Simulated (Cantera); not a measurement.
What does this Cantera script print?

```python
import numpy as np
import cantera as ct

gas = ct.Solution("gri30.yaml")
gas.TPX = 1525, 500000, {'CH4': 1, 'C2H6': 0.031, 'C3H8': 0.042, 'O2': 1.78, 'N2': 6.71}
reactor = ct.IdealGasReactor(gas, energy="on", clone=False)
net = ct.ReactorNet([reactor])
net.rtol, net.atol = 1e-08, 1e-16
show = ['CH4', 'C2H6', 'C3H8', 'CH3', 'H2O2', 'N2O']
times = np.geomspace(2e-06, 2, 15)

steps = ct.SolutionArray(gas, extra=["t"])
rows = []
print(f"{'t/s':>10s}{'T/K':>9s}{'P/Pa':>11s}" + "".join(f"{s:>11s}" for s in show))
for t in times:
    while net.time < t:
        t_next = net.step()
        steps.append(gas.state, t=t_next)
    rows.append([np.interp(t, steps.t, y) for y in (steps.T, steps.P, *steps(*show).X.T)])
    print(f"{t:10.3e}{rows[-1][0]:9.1f}{rows[-1][1]:11.4g}" + "".join(f"{x:11.3e}" for x in rows[-1][2:]))
rate = np.gradient(steps.T, steps.t)
print("integrator steps:", len(steps.t))
if steps.T.max() > steps.T[0] + 200:
    print(f"time of steepest temperature rise: {steps.t[rate.argmax()]:.4e} s")
gas.TPX = 1525, 500000, {'CH4': 1, 'C2H6': 0.031, 'C3H8': 0.042, 'O2': 1.78, 'N2': 6.71}
gas.equilibrate("UV")
print(f"equilibrium (UV): T = {gas.T:.1f} K  " + "  ".join(f"{s} {gas[s].X[0]:.3e}" for s in show))
```

It prints:

```
       t/s      T/K       P/Pa        CH4       C2H6       C3H8        CH3       H2O2        N2O
 2.000e-06   1524.2  4.998e+05  1.045e-01  3.225e-03  4.325e-03  1.224e-04  7.153e-07  6.308e-11
 5.365e-06   1523.5  4.997e+05  1.043e-01  3.206e-03  4.194e-03  3.344e-04  2.727e-06  3.985e-10
 1.439e-05   1525.9  5.008e+05  1.033e-01  3.328e-03  3.775e-03  5.643e-04  3.634e-06  1.617e-09
 3.861e-05   1547.2   5.09e+05  9.903e-02  3.786e-03  2.534e-03  7.031e-04  9.486e-06  7.325e-09
 1.036e-04   3106.0   1.11e+06  2.198e-12  6.707e-24  4.874e-35  1.050e-11  7.265e-07  1.027e-06
 2.779e-04   3093.7  1.106e+06  2.428e-12  7.949e-24  6.185e-35  1.112e-11  6.666e-07  1.153e-06
 7.455e-04   3093.6  1.106e+06  2.430e-12  7.958e-24  6.195e-35  1.113e-11  6.662e-07  1.154e-06
 2.000e-03   3093.6  1.106e+06  2.430e-12  7.958e-24  6.195e-35  1.113e-11  6.662e-07  1.154e-06
 5.365e-03   3093.6  1.106e+06  2.430e-12  7.958e-24  6.195e-35  1.113e-11  6.662e-07  1.154e-06
 1.439e-02   3093.6  1.106e+06  2.430e-12  7.958e-24  6.195e-35  1.113e-11  6.662e-07  1.154e-06
 3.861e-02   3093.6  1.106e+06  2.430e-12  7.958e-24  6.195e-35  1.113e-11  6.662e-07  1.154e-06
 1.036e-01   3093.6  1.106e+06  2.430e-12  7.958e-24  6.195e-35  1.113e-11  6.662e-07  1.154e-06
 2.779e-01   3093.6  1.106e+06  2.430e-12  7.958e-24  6.195e-35  1.113e-11  6.662e-07  1.154e-06
 7.455e-01   3093.6  1.106e+06  2.430e-12  7.958e-24  6.195e-35  1.113e-11  6.662e-07  1.154e-06
 2.000e+00   3093.6  1.106e+06  2.430e-12  7.958e-24  6.195e-35  1.113e-11  6.662e-07  1.154e-06
integrator steps: 1894
time of steepest temperature rise: 7.5846e-05 s
equilibrium (UV): T = 3093.6 K  CH4 2.914e-12  C2H6 1.107e-23  C3H8 9.622e-35  CH3 1.335e-11  H2O2 6.662e-07  N2O 1.154e-06
```

Detailed kinetics in Cantera: GRI-Mech 3.0 (53 species, 325 reactions). Above 3000 K some thermodynamic fits are extrapolated.
